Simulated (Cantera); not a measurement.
A closed system holds: 1 mol Cu2O, 0.62 mol CO, 1.5 mol H2.

Method: chemical equilibrium by Gibbs-energy minimisation in Cantera with the NASA 1993 tables (ideal gas, pure condensed phases). Candidate condensed phases: C, C6H6, C7H8, C8H18, Cu, CuO, Cu(OH)2, Cu2O, H2O; 113 gas species. Kinetics and transport are ignored.

Stable condensed phases, one row left out:

```
T in K \ P in Pa
              10      42     180     750    3200   13000   56000  240000 1000000
   1798        A       A       B       B       B       B       B       B       B
   1748        A       A       B       B       B       B       B       B       B
   1698        A       B       B       B       B       B       B       B       B
   1598        B       B       B       B       B       B       B       B       B
   1548        B       B       B       B       B       B       B       B       B
   1498        B       B       B       B       B       B       B       B       B
   1448        B       B       B       B       B       B       B       B       B
   1398        B       B       B       B       B       B       B       B       B
   1348        B       B       B       B       B       B       B       B       B
   1298        B       B       B       B       B       B       B       B       B
   1248        B       B       B       B       B       B       B       B       B
   1198        B       B       B       B       B       B       B       B       B
   1148        B       B       B       B       B       B       B       B       B
```

A: gas only; B: Cu.

Question: Give the row for 1648 K.

Answer: 10: gas only; 42: Cu; 180: Cu; 750: Cu; 3200: Cu; 13000: Cu; 56000: Cu; 240000: Cu; 1000000: Cu.
